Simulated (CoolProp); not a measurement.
Propylene along the isobar 138 bar: density (kg/m³) from the reference equation and from simpler models built on Tc = 91.1 °C, pc = 45.55 bar, ω = 0.146; each cubic takes its own stable root.

Computed with CoolProp (reference Helmholtz-energy equation of state, Lemmon 2013).

```tsv
T (°C)	phase	reference	Redlich-Kwong	Soave-Redlich-Kwong	Peng-Robinson
-11.95	liquid	583.7	546.3	553.4	623.0
-4.45	liquid	574.9	537.5	544.7	613.2
2.95	liquid	566.0	528.6	535.8	603.2
10.45	liquid	556.8	519.3	526.5	592.6
17.85	liquid	547.6	509.9	517.0	581.8
25.35	liquid	538.0	500.1	507.1	[?]
32.85	liquid	528.2	490.1	496.7	558.6
40.25	liquid	518.3	479.9	486.2	546.4
47.75	liquid	[?]	469.4	475.1	[?]
55.15	liquid	497.4	458.7	463.8	520.4
62.65	liquid	486.4	447.6	451.9	[?]
70.15	liquid	474.9	436.2	439.6	[?]
77.55	liquid	463.3	424.7	427.0	477.1
```

Q: Some entries are withheld; supply them.

A: 
- 25.35, Peng-Robinson: 570.4
- 47.75, reference: 507.9
- 47.75, Peng-Robinson: 533.5
- 62.65, Peng-Robinson: 506.5
- 70.15, Peng-Robinson: 492.0
